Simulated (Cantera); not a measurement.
Aluminium nitride and oxide growth: AlCl3 + N2O + N2

A closed system holds: 1 mol AlCl3, 1.9 mol N2O, 130 mol N2, held at 0.0120 bar.

Cantera equilibrium calculation (NASA polynomials, part measured and part estimated; ideal gas, pure solids and liquids). Candidate condensed phases: Al, AlCl3, AlN, Al2O3; 24 gas species. Rates play no part.

| T (°C) | x N2 | x Cl | x Cl2 | x O2 | x NO | x AlCl3 | x O | x ClO | n Al2O3(s) |
|---|---|---|---|---|---|---|---|---|---|
| 727 | 0.987 | 0.000373 | 0.0110 | 0.00150 | 2.95e-6 | 9.79e-9 | 5.55e-11 | 9.82e-8 | 0.500 |
| 777 | 0.987 | 0.000753 | 0.0108 | 0.00149 | 4.98e-6 | 3.96e-8 | 2.36e-10 | 1.74e-7 | 0.500 |
| 827 | 0.987 | 0.00142 | 0.0105 | 0.00149 | 8.02e-6 | 1.37e-7 | 8.80e-10 | 2.91e-7 | 0.500 |
| 877 | 0.986 | 0.00250 | 0.00996 | 0.00149 | 1.24e-5 | 4.11e-7 | 2.93e-9 | 4.60e-7 | 0.500 |
| 927 | 0.985 | 0.00412 | 0.00914 | 0.00149 | 1.84e-5 | 1.06e-6 | 8.82e-9 | 6.85e-7 | 0.500 |
| 977 | 0.984 | 0.00637 | 0.00800 | 0.00148 | 2.65e-5 | 2.33e-6 | 2.43e-8 | 9.63e-7 | 0.500 |
| 1027 | 0.983 | 0.00918 | 0.00658 | 0.00147 | 3.70e-5 | 4.32e-6 | 6.20e-8 | 1.27e-6 | 0.500 |
| 1077 | 0.981 | 0.0123 | 0.00500 | 0.00147 | 5.05e-5 | 6.65e-6 | 1.48e-7 | 1.57e-6 | 0.500 |
| 1127 | 0.980 | 0.0153 | 0.00348 | 0.00146 | 6.73e-5 | 8.44e-6 | 3.30e-7 | 1.80e-6 | 0.499 |
| 1177 | 0.978 | 0.0178 | 0.00223 | 0.00145 | 8.78e-5 | 8.96e-6 | 6.97e-7 | 1.94e-6 | 0.499 |
| 1227 | 0.978 | 0.0195 | 0.00134 | 0.00143 | 0.000112 | 8.25e-6 | 1.40e-6 | 1.99e-6 | 0.499 |
| 1277 | 0.977 | 0.0206 | 0.000781 | 0.00141 | 0.000142 | 6.92e-6 | 2.69e-6 | 1.96e-6 | 0.500 |
x: gas mole fraction; n: condensed amount in mol.

From 727 °C to 1277 °C the condensed part is Al2O3(s).
